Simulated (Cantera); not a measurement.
# Ammonia decomposition in nitride growth gas

A perfectly stirred reactor is fed with NH₃ : H₂ = 1 : 3.6 (molar parts), at 86000 Pa; it is held at 1625 K, and followed from long to short residence time.

Cantera simulation using the gas-phase N/H chemistry of the illustrative SiF4/NH3 mechanism in the Surface Chemkin manual (1991); the numbers are that mechanism's predictions, not measurements. Walls and surfaces, which speed up NH3 decomposition in real reactors, are not modelled.

| τ (s) | x NH₃ | x H₂ | x NH | x N₂H₄ | x NH₂ | x N₂ |
|---|---|---|---|---|---|---|
| 2.1 | 0.193 | 0.797 | 1.47e-7 | 1.73e-8 | 3.14e-5 | 0.0102 |
| 1.0 | 0.204 | 0.790 | 1.53e-7 | 1.91e-8 | 3.30e-5 | 0.00534 |
| 0.47 | 0.211 | 0.786 | 1.56e-7 | 2.01e-8 | 3.39e-5 | 0.00264 |
| 0.22 | 0.214 | 0.784 | 1.57e-7 | 2.05e-8 | 3.42e-5 | 0.00126 |
| 0.10 | 0.216 | 0.783 | 1.55e-7 | 2.04e-8 | 3.42e-5 | 0.000567 |
| 0.047 | 0.217 | 0.783 | 1.50e-7 | 1.99e-8 | 3.37e-5 | 0.000258 |
| 0.022 | 0.217 | 0.783 | 1.40e-7 | 1.85e-8 | 3.25e-5 | 0.000111 |
| 0.010 | 0.217 | 0.783 | 1.18e-7 | 1.57e-8 | 2.99e-5 | 4.16e-5 |
| 0.0048 | 0.217 | 0.783 | 8.47e-8 | 1.12e-8 | 2.53e-5 | 1.36e-5 |
| 0.0022 | 0.217 | 0.783 | 4.13e-8 | 5.47e-9 | 1.77e-5 | 2.77e-6 |
x: mole fraction; the columns are a selection and need not sum to one.
